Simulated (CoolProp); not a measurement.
Vapour-liquid equilibrium of R22 (1) + n-pentane (2) at 69.3 kPa; x and y are mole fractions of (1).

Values from CoolProp's multi-fluid Helmholtz-energy mixture model, Kamei 1995 and Thol 2019; pair parameters Bell 2016.

**Question.** Give the bubble temperature and the first vapour's composition at x = 0.05, 0.15, 0.75. Is there an azeotrope?

**Answer.** x = 0.05: 271.9 K, y = 0.675; x = 0.15: 248.3 K, y = 0.911; x = 0.75: 228.0 K, y = 0.985. No azeotrope shows between x = 0.05 and 0.95.

Pair parameters are fitted to limited data, so mixtures are less certain than the pure fluids. With so large a gap from Raoult's law the liquid may split in two, which this calculation doesn't test in full.
